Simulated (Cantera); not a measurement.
A counterflow diffusion flame at 1.60 bar, nozzles 20 mm apart: fuel side 87.0 % CO, 13.0 % H₂ at 350 K, oxidiser side 17.0 % O₂, 83.0 % N₂ at 748 K, fuel mass flux 1.2 times the oxidiser's; mixture-averaged transport, no radiation.

Detailed kinetics in Cantera: GRI-Mech 3.0 (53 species, 325 reactions). The maximum strain rate includes the flame's own expansion and is several times the mean.

x: mole fraction; the columns are a selection and need not sum to one.

| oxidiser flux (kg/m²/s) | max strain (1/s) | mean strain (1/s) | T max (K) | peak x OH | peak x H | peak x NO | peak x CO |
|---|---|---|---|---|---|---|---|
| 0.96 | 375 | 108 | 2099 | 0.00616 | ? | 0.000117 | 0.878 |
| 1.3 | 500 | 146 | 2064 | 0.00622 | ? | 9.50e-5 | 0.879 |
| 1.8 | 681 | 202 | 2027 | 0.00626 | ? | 7.90e-5 | 0.878 |
| 2.4 | 896 | 269 | 1992 | 0.00628 | ? | 6.83e-5 | 0.878 |
| 3.2 | 1180 | 359 | 1954 | 0.00624 | ? | 5.95e-5 | 0.878 |
| 4.3 | 1560 | 482 | 1914 | 0.00612 | ? | 5.21e-5 | 0.878 |
| 5.8 | 2080 | 650 | 1870 | 0.00597 | ? | 4.55e-5 | 0.878 |
| 7.9 | 2800 | 885 | 1826 | 0.00574 | ? | 3.96e-5 | 0.878 |

Complete the blanks.


- 0.96, peak x H: 0.00618
- 1.3, peak x H: 0.00699
- 1.8, peak x H: 0.00797
- 2.4, peak x H: 0.00888
- 3.2, peak x H: 0.00985
- 4.3, peak x H: 0.0109
- 5.8, peak x H: 0.0119
- 7.9, peak x H: 0.0130
